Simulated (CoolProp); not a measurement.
Vapour pressure (kPa) of CF4 (R14): the reference equation beside estimates from Tc = 227.4 K, pc = 3762 kPa, ω = 0.178.

Model: reference Helmholtz-energy equation of state, Platzer 1990, in CoolProp. This equation is an older, rougher fit; its heat capacities, sound speeds and derivatives of the liquid may be far off and weren't checked against measurements.

| T (K) | reference | Redlich-Kwong | Peng-Robinson |
|---|---|---|---|
| 158.4 | 236.6 | 315.6 | 237.8 |
| 163.9 | 321.5 | 419.1 | 323.0 |
| 169.5 | 429.7 | 547.2 | 431.6 |
| 175.1 | 563.0 | 700.7 | 565.8 |
| 180.6 | 721.7 | 878.5 | 725.8 |
| 186.2 | 915.0 | 1089 | 921.1 |
| 191.7 | 1140 | 1328 | 1148 |
| 197.3 | 1408 | 1605 | 1420 |
| 202.8 | 1714 | 1912 | 1730 |

Absolute difference from the reference over all 9 rows, mean and median: Redlich-Kwong 22.0 and 21.7 %, Peng-Robinson 0.6 and 0.6 %.
